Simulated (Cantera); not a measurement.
Charge: 1 mol SiC, 0.042 mol O₂, 3.1 mol H₂, 1 mol CO₂, equilibrated at 1.00 bar.

These are equilibrium values from Cantera (NASA tables, ideal gas, pure condensed phases), not measurements of a reactor. Candidate condensed phases: C, C₆H₆, C₇H₈, C₈H₁₈, H₂O, Si, SiC, SiO₂; 123 gas species. Mutual solubility and eutectic melting of coexisting phases are not modelled. The tables hold silica as quartz up to 1696 K and as liquid above; real silica turns to tridymite and cristobalite and melts near 1996 K. Rates play no part.

x: gas mole fraction; n: condensed amount in mol.

```tsv
T (K)	x H₂	x CO	x CH₄	x SiO	x H	n C(graphite)	n SiC(s)	n SiO₂(β-quartz)	n SiO₂(condensed)
1550	0.949	0.0488	___	0.000117	3.07e-5	1.80	0.0374	0.962	0
1575	0.928	0.0705	___	0.000186	4.00e-5	1.68	0.0752	0.924	0
1600	0.898	0.101	___	0.000292	5.15e-5	1.52	0.131	0.868	0
1625	0.856	0.142	___	0.000450	6.53e-5	1.27	0.214	0.785	0
1650	0.800	0.198	___	0.000686	8.13e-5	0.891	0.340	0.658	0
1675	0.725	0.274	___	0.00103	9.88e-5	0.289	0.540	0.455	0
1700	0.693	0.305	___	0.00164	0.000123	0	0.636	0	0.357
```

### Question
Some entries are withheld; supply them.

### Answer

- 1550, x CH₄: 0.00183
- 1575, x CH₄: 0.00156
- 1600, x CH₄: 0.00132
- 1625, x CH₄: 0.00108
- 1650, x CH₄: 0.000851
- 1675, x CH₄: 0.000632
- 1700, x CH₄: 0.000459
